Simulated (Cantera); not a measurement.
Cantera run:

```python
import numpy as np
import cantera as ct

gas_names = """
    H HO2 H2 H2O H2O2 H2S H2SO4 O OH O2 O3 S SH SO SO2 SO3 S2 S2O S8
""".split()
cond_names = """
    H2O(s) H2O(L) H2SO4(L) S(cr1) S(cr2) S(L)
""".split()


def load(file, names, dense=False):
    # The tables refer to 1 bar. Condensed volumes are neglected.
    table = {s.name: s for s in ct.Species.list_from_file(file)}
    out = []
    for n in names:
        d = dict(table[n].input_data)
        d["thermo"] = dict(d["thermo"], **{"reference-pressure": 1e5})
        if dense:
            d["equation-of-state"] = {"model": "constant-volume", "density": "1e6 g/cm^3"}
        out.append(ct.Species.from_dict(d))
    return out


gas = ct.Solution(thermo="ideal-gas", species=load("nasa_gas.yaml", gas_names))
cond = {s.name: ct.Solution(thermo="fixed-stoichiometry", species=[s], name=s.name)
        for s in load("nasa_condensed.yaml", cond_names, dense=True)}
atoms = {
    'SO2': {'S': 1, 'O': 2},
    'H2': {'H': 2},
}
top_T = {}  # K; cautious upper limits of use, not melting points


def equilibrate(T, P, feed):
    n = {}
    for name, mol in feed.items():
        for a, k in atoms[name].items():
            n[a] = n.get(a, 0.0) + k * mol
    gas.TPX = T, P, n
    mass = sum(n.values()) * gas.mean_molecular_weight
    gas.equilibrate("TP")
    valid = [c for c in cond.values() if c.min_temp <= T <= top_T.get(c.name, c.max_temp)]
    mix = ct.Mixture([(gas, mass / gas.mean_molecular_weight)] + [(c, 0.0) for c in valid])
    mix.T, mix.P = T, P
    mix.equilibrate("TP", solver="vcs", rtol=1e-11, max_steps=5000)
    return mix


results = []
feed = {'SO2': 1, 'H2': 0.21}  # mol
P = 1333.22  # Pa
for T in [2200, 2275, 2350, 2425, 2500, 2575, 2650, 2725, 2800, 2875, 2950]:
    mix = equilibrate(T, P, feed)
    results.append((T, P, feed, dict(zip(mix.species_names, mix.species_moles))))

top = {s: max(r[3][s] / sum(r[3][g] for g in gas_names) for r in results) for s in gas_names}
cols = sorted((s for s in top if top[s] > 1e-05), key=lambda s: -top[s])[:8]
seen = [c for c in cond_names if any(r[3].get(c, 0) > 1e-12 for r in results)]
print("log10 of partial pressures in bar; condensed amounts in mol")
print(f"{'T/K':>10s}" + "".join(f"{s[:9]:>10s}" for s in cols + seen))
for T, P, feed, n in results:
    ng = sum(n[g] for g in gas_names)
    print(f"{T:10.4g}" + "".join(f"{np.log10(max(n[s] / ng * P / 1e5, 1e-99)):10.3f}" for s in cols)
          + "".join(f"{n.get(c, 0):10.4g}" for c in seen))
```

It prints:

```
log10 of partial pressures in bar; condensed amounts in mol
       T/K       SO2        SO         O       H2O         H         S        O2        OH
      2200    -2.034    -2.819    -4.895    -2.751    -3.933    -4.137    -4.654    -4.172
      2275    -2.043    -2.784    -4.503    -2.767    -3.760    -4.076    -4.271    -3.957
      2350    -2.057    -2.747    -4.147    -2.791    -3.597    -4.004    -3.933    -3.765
      2425    -2.080    -2.702    -3.831    -2.829    -3.443    -3.908    -3.654    -3.603
      2500    -2.113    -2.650    -3.556    -2.886    -3.297    -3.786    -3.435    -3.472
      2575    -2.159    -2.596    -3.317    -2.965    -3.162    -3.647    -3.267    -3.371
      2650    -2.221    -2.547    -3.108    -3.071    -3.043    -3.500    -3.143    -3.300
      2725    -2.300    -2.506    -2.925    -3.209    -2.941    -3.352    -3.056    -3.259
      2800    -2.399    -2.478    -2.766    -3.384    -2.860    -3.208    -3.001    -3.249
      2875    -2.521    -2.466    -2.628    -3.599    -2.801    -3.073    -2.976    -3.272
      2950    -2.668    -2.471    -2.512    -3.853    -2.763    -2.948    -2.980    -3.325
```

Equilibrium computed with Cantera from the NASA thermochemical tables; the gas is ideal and each condensed phase is pure.
